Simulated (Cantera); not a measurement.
An isothermal, constant-pressure homogeneous reactor starts with CH₄ : CO₂ = 1 : 1.4 (molar parts), at 1925 K and 90.0 Torr.

Cantera simulation using GRI-Mech 3.0 (53 species, 325 reactions); the numbers are that mechanism's predictions, not measurements.

x: mole fraction; the columns are a selection and need not sum to one.

| t (s) | x CH₄ | x CO₂ | x OH | x C₂H₆ | x CH₂O | x C₂H₄ | x CH₃ |
|---|---|---|---|---|---|---|---|
| 0.000700 | 0.277 | 0.527 | [?] | 0.000526 | 0.000271 | 0.0227 | 0.0116 |
| 0.00191 | 0.133 | 0.415 | [?] | 0.000142 | 0.000113 | 0.00641 | 0.00612 |
| 0.00524 | 0.0473 | 0.272 | [?] | 2.68e-5 | 4.92e-5 | 0.00103 | 0.00276 |
| 0.0143 | 0.0115 | 0.126 | [?] | 4.04e-6 | 2.36e-5 | 0.000173 | 0.00114 |
| 0.0392 | 0.00763 | 0.0757 | [?] | 1.71e-6 | 9.64e-6 | 7.90e-5 | 0.000757 |
| 0.107 | 0.00515 | 0.0465 | [?] | 6.16e-7 | 2.97e-6 | 3.29e-5 | 0.000457 |
| 0.293 | 0.00236 | 0.0287 | [?] | 1.15e-7 | 7.15e-7 | 7.90e-6 | 0.000198 |
| 0.802 | 0.000319 | 0.0222 | 2.54e-5 | 2.06e-9 | 8.05e-8 | 2.97e-7 | 2.67e-5 |
| 2.19 | 1.50e-8 | 0.0218 | 2.67e-5 | <1e-12 | 9.88e-9 | 5.77e-12 | 1.34e-9 |
| 6.00 | 4.47e-10 | 0.0218 | 2.67e-5 | <1e-12 | 9.88e-9 | <1e-12 | 3.99e-11 |

Some entries are withheld; supply them.


- 0.000700, x OH: 1.09e-5
- 0.00191, x OH: 2.26e-5
- 0.00524, x OH: 4.72e-5
- 0.0143, x OH: 0.000102
- 0.0392, x OH: 8.24e-5
- 0.107, x OH: 5.09e-5
- 0.293, x OH: 3.19e-5
